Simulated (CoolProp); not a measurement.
Vapour-liquid equilibrium of toluene (1) + n-decane (2) at 514 K; x and y are mole fractions of (1).

Computed with CoolProp (multi-fluid Helmholtz-energy mixture model, Lemmon 2006 and Lemmon 2006; pair parameters Bell 2016).

```tsv
x	bubble pressure (MPa)	y at the bubble point	dew pressure at overall composition x (MPa)	liquid density (mol/L)
0.05	0.4705	0.120	0.4444	3.851
0.125	0.5391	0.273	0.4725	3.989
0.2	0.6114	0.398	0.5041	4.136
0.275	0.6862	0.501	0.5402	4.292
0.35	0.7628	0.586	0.5816	4.459
0.425	0.8402	0.658	0.6295	4.637
0.5	0.9183	0.719	0.6856	4.830
0.575	0.9969	0.773	0.7520	5.039
0.65	1.076	0.820	0.8311	5.266
0.725	1.156	0.864	0.9263	5.516
0.8	1.237	0.903	1.041	5.790
0.875	1.319	0.941	1.178	6.095
0.95	1.403	0.977	1.340	6.434
```

No azeotrope shows between x = 0.05 and 0.95.

The pair parameters rest on a limited set of measurements; away from them the model extrapolates.
